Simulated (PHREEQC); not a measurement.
Make-up at 11 °C: 6.4 mmol/kgw H2S and 3.5 mmol/kgw FeCl2. Closed to the air; pH follows from the charge balance.

Equilibrium calculation in PHREEQC: ion-association model, phreeqc.dat.

```
Quantity                       Value
--------------------  --------------
pH                              4.03
ionic strength        0.0104 mol/kgw
specific conductance       596 µS/cm
```

```csv
species,molality,activity,log γ
Cl-,0.00698,0.00629,-0.045
H2S,0.00630,0.00631,0.001
Fe+2,0.00343,0.00232,-0.170
H+,0.000102,9.28e-5,-0.039
Fe(HS)2,4.80e-5,4.81e-5,0.001
FeCl+,2.23e-5,2.01e-5,-0.045
HS-,5.36e-6,4.83e-6,-0.046
Fe(HS)3-,2.80e-8,2.53e-8,-0.045
FeOH+,2.92e-9,2.64e-9,-0.044
```

This is a speciation only: nothing precipitates in the calculation. Constants without temperature data keep their 25 °C values here.
